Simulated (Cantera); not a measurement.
Charge: 1 mol TEOS, 0.62 mol CO2, 2.4 mol N2, 12 mol N2O, equilibrated at 10.0 mbar.

These are equilibrium values from Cantera (NASA tables, ideal gas, pure condensed phases), not measurements of a reactor. Candidate condensed phases: C, C6H6, C7H8, C8H18, H2O, Si, SiC, SiO2, Si2N2O, Si3N4; 151 gas species. The feed counts by its element totals alone. The tables hold silica as quartz up to 1696 K and as liquid above; real silica turns to tridymite and cristobalite and melts near 1996 K. Kinetics and transport are ignored. All values below are at 1427 °C.

Base state: N2 0.436, CO 0.206, H2 0.157, H2O 0.145, CO2 0.0554, H 0.000585, SiO 3.00e-5, OH 2.78e-5 (mole fractions); condensed: SiO2(condensed).

Problem. What changes in the equilibrium state with this change: N2O from 12 to 0.13 mol?

Solution. 
```
species                before    after
--------------------  -------  -------
H2                      0.157    0.557
CO                      0.206    0.299
N2                      0.436    0.141
H2O                     0.145  8.03e-7
CO2                    0.0554  1.26e-7
SiO                   3.00e-5  0.00122
HCN                   1.03e-9  0.00103
C2H2 (acetylene)        <1e-9  4.09e-5
SiO2(condensed), mol    0.999        0
C(graphite), mol            0     2.27
SiC(s), mol                 0    0.978
```

Problem. What changes in the equilibrium state with this change: pressure from 10.0 mbar to 1.40 mbar?

Solution. 
```json
[
 {"species": "N2", "before": "0.436", "after": "0.436"},
 {"species": "CO", "before": "0.206", "after": "0.205"},
 {"species": "H2", "before": "0.157", "after": "0.157"},
 {"species": "H", "before": "0.000585", "after": "0.00156"},
 {"species": "CO2", "before": "0.0554", "after": "0.0555"},
 {"species": "H2O", "before": "0.145", "after": "0.145"},
 {"species": "SiO", "before": "3.00e-5", "after": "0.000213"},
 {"species": "OH", "before": "2.78e-5", "after": "7.45e-5"},
 {"species": "SiO2(condensed), mol", "before": "0.999", "after": "0.993"}
]
```
